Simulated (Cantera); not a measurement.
Adiabatic ignition

An adiabatic, constant-pressure homogeneous reactor starts with CH4 : H2 : O2 : N2 = 1 : 0.13 : 2.27 : 8.53 (molar parts), equivalence ratio 0.91, at 1600 K and 9.87 atm.

Computed with Cantera and GRI-Mech 3.0 (53 species, 325 reactions).

| t (s) | T (K) | x CH4 | x H2 | x O2 | x H2O2 | x CO | x HCN |
|---|---|---|---|---|---|---|---|
| 2.00e-6 | 1600 | 0.0838 | 0.0109 | 0.190 | 1.52e-7 | 7.93e-9 | <1e-12 |
| 4.31e-6 | 1600 | 0.0838 | 0.0109 | 0.190 | 3.41e-7 | 1.25e-7 | <1e-12 |
| 9.28e-6 | 1600 | 0.0835 | 0.0109 | 0.190 | 6.85e-7 | 3.52e-6 | <1e-12 |
| 2.00e-5 | 1607 | 0.0819 | 0.0108 | 0.189 | 2.06e-6 | 0.000136 | 1.19e-12 |
| 4.31e-5 | 1736 | 0.0603 | 0.0159 | 0.170 | 2.31e-5 | 0.00855 | 5.87e-10 |
| 9.28e-5 | 2921 | <1e-12 | 0.0100 | 0.0274 | 1.23e-6 | 0.0264 | 1.40e-9 |
| 0.000200 | 2913 | <1e-12 | 0.0102 | 0.0252 | 1.17e-6 | 0.0265 | 2.30e-9 |
| 0.000431 | 2906 | <1e-12 | 0.0103 | 0.0237 | 1.12e-6 | 0.0267 | 2.98e-9 |
| 0.000928 | 2905 | <1e-12 | 0.0103 | 0.0233 | 1.11e-6 | 0.0267 | 3.12e-9 |
| 0.00200 | 2905 | <1e-12 | 0.0103 | 0.0233 | 1.11e-6 | 0.0267 | 3.13e-9 |
| 0.00431 | 2905 | <1e-12 | 0.0103 | 0.0233 | 1.11e-6 | 0.0267 | 3.13e-9 |
| 0.00928 | 2905 | <1e-12 | 0.0103 | 0.0233 | 1.11e-6 | 0.0267 | 3.13e-9 |
| 0.0200 | 2905 | <1e-12 | 0.0103 | 0.0233 | 1.11e-6 | 0.0267 | 3.13e-9 |
| 0.0431 | 2905 | <1e-12 | 0.0103 | 0.0233 | 1.11e-6 | 0.0267 | 3.13e-9 |
| 0.0928 | 2905 | <1e-12 | 0.0103 | 0.0233 | 1.11e-6 | 0.0267 | 3.13e-9 |
| 0.200 | 2905 | <1e-12 | 0.0103 | 0.0233 | 1.11e-6 | 0.0267 | 3.13e-9 |
x: mole fraction; the columns are a selection and need not sum to one.

```json
{
  "time_of_steepest_temperature_rise": "48.3 µs",
  "temperature at 0.200 s": "2905 K",
  "equilibrium_temperature": "2905 K",
  "x(CH4) at 0.200 s": "<1e-12 (gas-phase equilibrium <1e-12)",
  "x(H2) at 0.200 s": "0.0103 (gas-phase equilibrium 0.0103)",
  "x(O2) at 0.200 s": "0.0233 (gas-phase equilibrium 0.0233)"
}
```
